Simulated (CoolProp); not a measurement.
Vapour-liquid equilibrium of ethylene (1) + n-butane (2) at 30.6 kPa; x and y are mole fractions of (1).

The numbers come from the multi-fluid Helmholtz-energy mixture model, Smukala 2000 and Bücker 2006; pair parameters Bell 2016 in CoolProp.

```csv
x,"bubble temperature, mixture model (°C)","bubble temperature, Raoult's law (°C)","y, mixture model","y, Raoult's law"
0.05,-76.0,-68.1,0.951,0.912
0.2,-98.6,-96.6,0.995,0.994
0.35,-105.4,-106.3,0.998,0.998
0.5,-110.3,-111.9,0.999,0.999
0.65,-114.5,-115.8,1.000,1.000
0.8,-118.2,-118.7,1.000,1.000
0.95,-121.0,-121.0,1.000,1.000
```

The largest gap from Raoult's law is -7.9 K in bubble temperature, at x = 0.05. No azeotrope shows between x = 0.05 and 0.95.

Pair parameters are fitted to limited data, so mixtures are less certain than the pure fluids. The gap from Raoult's law changes sign with composition, which may be real or a fault of the pair parameters; it wasn't checked against measurements.
